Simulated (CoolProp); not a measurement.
R1132(E) along the isotherm 126.85 °C: fugacity coefficient from the reference equation and from simpler models built on Tc = 75.7 °C, pc = 5.174 MPa, ω = 0.245; each cubic takes its own stable root.

Model: reference Helmholtz-energy equation of state, Akasaka 2024, in CoolProp.

```csv
p (MPa),phase,reference
0.542,gas,0.9776
1.08,gas,0.9556
1.62,gas,0.9338
2.17,gas,0.9118
2.71,gas,0.8904
3.25,gas,0.8693
3.79,gas,0.8484
4.33,gas,0.8278
4.88,gas,0.8070
5.42,supercritical,0.7868
5.96,supercritical,0.7668
6.5,supercritical,0.7471
```

Q: How far does each simpler model (Redlich-Kwong, Soave-Redlich-Kwong, Peng-Robinson) lie from the reference over these 12 states: mean and median of the absolute difference, and the worst?

A: 
- Redlich-Kwong: mean 0.9 %, median 0.9 %, worst -1.7 % at 126.85 °C and 6.5 MPa
- Soave-Redlich-Kwong: mean 0.5 %, median 0.4 %, worst +1.1 % at 126.85 °C and 6.5 MPa
- Peng-Robinson: mean 1.6 %, median 1.7 %, worst -2.6 % at 126.85 °C and 6.5 MPa
